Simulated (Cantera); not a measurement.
Cantera with NASA thermochemical tables; ideal gases at 1 bar, condensed phases pure. Values are per mole of reaction as written; species without (g) are pure solids or liquids, kept so even where they would boil at 1 bar.

8 CH3(g) + Ni3S4 = 6 CH4(g) + 2 CS2(g) + 3 Ni

```csv
T (K),ΔH° (kJ),ΔS° (J/K),ΔG° (kJ),log10 K
300,-1087.9,-55.3,-1071.4,186.54
448,(withheld),(withheld),(withheld),(withheld)
473,(withheld),(withheld),(withheld),(withheld)
498,-1104.7,-98.3,-1055.7,110.73
523,(withheld),(withheld),(withheld),(withheld)
548,-1108.4,-105.5,-1050.6,100.14
573,-1110.2,-108.6,-1047.9,95.53
598,-1111.8,-111.3,-1045.2,91.29
```

Problem. What belongs in the gaps?

Solution. 
- 448, ΔH° (kJ): -1100.7
- 448, ΔS° (J/K): -89.8
- 448, ΔG° (kJ): -1060.4
- 448, log10 K: 123.64
- 473, ΔH° (kJ): -1102.7
- 473, ΔS° (J/K): -94.2
- 473, ΔG° (kJ): -1058.1
- 473, log10 K: 116.85
- 523, ΔH° (kJ): -1106.6
- 523, ΔS° (J/K): -102.1
- 523, ΔG° (kJ): -1053.2
- 523, log10 K: 105.19
